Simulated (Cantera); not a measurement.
Input (Python, Cantera):

```python
import numpy as np
import cantera as ct

gas = ct.Solution("gri30.yaml")
gas.TPX = 2173, 2666, {'NO': 1, 'N2': 0.43}
reactor = ct.IdealGasConstPressureReactor(gas, energy="off", clone=False)
net = ct.ReactorNet([reactor])
net.rtol, net.atol = 1e-08, 1e-18
show = ['NO', 'NO2', 'O', 'N2', 'O2']
times = np.geomspace(5e-06, 10, 10)

steps = ct.SolutionArray(gas, extra=["t"])
rows = []
print(f"{'t/s':>10s}{'T/K':>9s}{'P/Pa':>11s}" + "".join(f"{s:>11s}" for s in show))
for t in times:
    while net.time < t:
        t_next = net.step()
        steps.append(gas.state, t=t_next)
    rows.append([np.interp(t, steps.t, y) for y in (steps.T, steps.P, *steps(*show).X.T)])
    print(f"{t:10.3e}{rows[-1][0]:9.1f}{rows[-1][1]:11.4g}" + "".join(f"{x:11.3e}" for x in rows[-1][2:]))
rate = np.gradient(steps.T, steps.t)
print("integrator steps:", len(steps.t))
if steps.T.max() > steps.T[0] + 200:
    print(f"time of steepest temperature rise: {steps.t[rate.argmax()]:.4e} s")
gas.TPX = 2173, 2666, {'NO': 1, 'N2': 0.43}
gas.equilibrate("TP")
print(f"equilibrium (TP): T = {gas.T:.1f} K  " + "  ".join(f"{s} {gas[s].X[0]:.3e}" for s in show))
```

It prints:

```
       t/s      T/K       P/Pa         NO        NO2          O         N2         O2
 5.000e-06   2173.0       2666  6.993e-01  1.918e-11  2.408e-07  3.007e-01  3.677e-11
 2.507e-05   2173.0       2666  6.993e-01  4.792e-10  1.209e-06  3.007e-01  9.270e-10
 1.257e-04   2173.0       2666  6.993e-01  1.153e-08  6.108e-06  3.007e-01  2.335e-08
 6.300e-04   2173.0       2666  6.992e-01  2.411e-07  3.181e-05  3.007e-01  6.046e-07
 3.158e-03   2173.0       2666  6.989e-01  3.123e-06  1.848e-04  3.007e-01  1.745e-05
 1.583e-02   2173.0       2666  6.965e-01  1.726e-05  1.062e-03  3.016e-01  5.862e-04
 7.937e-02   2173.0       2666  6.760e-01  3.584e-05  2.439e-03  3.115e-01  9.933e-03
 3.979e-01   2173.0       2666  5.433e-01  6.800e-05  4.273e-03  3.772e-01  7.502e-02
 1.995e+00   2173.0       2666  1.135e-01  2.859e-05  7.536e-03  5.911e-01  2.878e-01
 1.000e+01   2173.0       2666  1.412e-02  3.855e-06  8.130e-03  6.406e-01  3.371e-01
integrator steps: 910
equilibrium (TP): T = 2173.0 K  NO 1.362e-02  NO2 3.719e-06  O 8.134e-03  N2 6.409e-01  O2 3.374e-01
```

Detailed kinetics in Cantera: GRI-Mech 3.0 (53 species, 325 reactions). Radical loss at walls, strong at low pressure, is not modelled.
